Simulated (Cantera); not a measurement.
A diamond (100) surface in a fixed gas of H2 with x(CH4) = 0.0054, x(CH3) = 6.7e-05, at 1100 K, 0.207 atm; coverages are run to steady state.

Detailed kinetics in Cantera: the Harris–Goodwin 1993 mechanism for the reconstructed diamond (100) surface.

One state of this run: growth (µm/h) = 11.1; θ c6HH = 0.510; θ c6H* = 0.0290; θ c6*H = 0.441; θ c6** = 0.0187; θ c6HM = 0.000978. θ: site fractions in the mechanism's names (c6HH fully hydrogenated, c6H* and c6*H radical sites, c6** diradical, c6HM methylated).

### Question
Which value of x(H) does it belong to?
(A) 0.0001
(B) 0.00048
(C) 0.00022
(D) 0.025

### Answer
D, 0.025
